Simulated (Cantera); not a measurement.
Input: 1 mol SiH4, 0.031 mol Cl2, 350 mol H2, held at 850 K and 5.00 mbar.

Equilibrium computed with Cantera from the NASA thermochemical tables; the gas is ideal and each condensed phase is pure. Candidate condensed phases: Si; 19 gas species. Kinetics and transport are ignored.

Base state: H2 1.000, HCl 0.000176 (mole fractions); condensed: Si(s).

Question: What changes in the equilibrium state with this change: SiH4 replaced by SiHCl3?

Answer: 
```json
[
 {"species": "H2", "before": "1.000", "after": "0.995"},
 {"species": "HCl", "before": "0.000176", "after": "0.00318"},
 {"species": "SiCl4", "before": "9.04e-9", "after": "0.000976"},
 {"species": "SiCl3", "before": "2.16e-9", "after": "1.29e-5"},
 {"species": "SiHCl3", "before": "8.54e-8", "after": "0.000507"},
 {"species": "SiCl2", "before": "3.67e-8", "after": "1.21e-5"},
 {"species": "SiH2Cl2", "before": "7.10e-8", "after": "2.32e-5"},
 {"species": "Si(s), mol", "before": "1.000", "after": "0.462"}
]
```
The tables' values for SiCl3 are old estimates; treat these amounts as uncertain.
